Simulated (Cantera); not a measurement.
A perfectly stirred reactor is fed with CH4 : CO : O2 : N2 = 1 : 1.4 : 5.63 : 21.2 (molar parts), at 2.10 bar; it is adiabatic with a 375 K inlet, and is followed from long to short residence time, starting on the burning branch (τ in s: 0.3, 0.083, 0.023, 0.0061, 0.0017, 0.00045, 0.00012, 3.4e-05, 9.2e-06).

Detailed kinetics in Cantera: GRI-Mech 3.0 (53 species, 325 reactions).

**Question.** What does this change do: O2 5.63 to 7.9 parts?

**Answer.** 
```csv
quantity,before,after
"blow-out, bracketed by the residence times tried","burning at 1.70 ms, out at 0.450 ms","burning at 1.70 ms, out at 0.450 ms"
x(CH4) at τ = 0.300 s,5.58e-6,7.81e-6
x(CO) at τ = 0.300 s,0.000191,0.000222
x(O2) at τ = 0.300 s,0.103,0.169
x(OH) at τ = 0.300 s,0.000269,0.000191
x(N2O) at τ = 0.300 s,7.99e-7,1.02e-6
x(CH4) at τ = 1.70 ms,0.000188,0.000393
x(CO) at τ = 1.70 ms,0.00744,0.0118
x(O2) at τ = 1.70 ms,0.106,0.174
x(OH) at τ = 1.70 ms,0.00103,0.000520
x(N2O) at τ = 1.70 ms,1.25e-6,1.02e-6
```

**Question.** What does this change do: O2 5.63 to 4.2 parts?

**Answer.** 
| quantity | before | after |
|---|---|---|
| blow-out, bracketed by the residence times tried | burning at 1.70 ms, out at 0.450 ms | burning at 1.70 ms, out at 0.450 ms |
| x(CH4) at τ = 0.300 s | 5.58e-6 | 4.52e-6 |
| x(CO) at τ = 0.300 s | 0.000191 | 0.000213 |
| x(O2) at τ = 0.300 s | 0.103 | 0.0554 |
| x(OH) at τ = 0.300 s | 0.000269 | 0.000334 |
| x(N2O) at τ = 0.300 s | 7.99e-7 | 6.52e-7 |
| x(CH4) at τ = 1.70 ms | 0.000188 | 0.000142 |
| x(CO) at τ = 1.70 ms | 0.00744 | 0.00714 |
| x(O2) at τ = 1.70 ms | 0.106 | 0.0587 |
| x(OH) at τ = 1.70 ms | 0.00103 | 0.00132 |
| x(N2O) at τ = 1.70 ms | 1.25e-6 | 9.36e-7 |
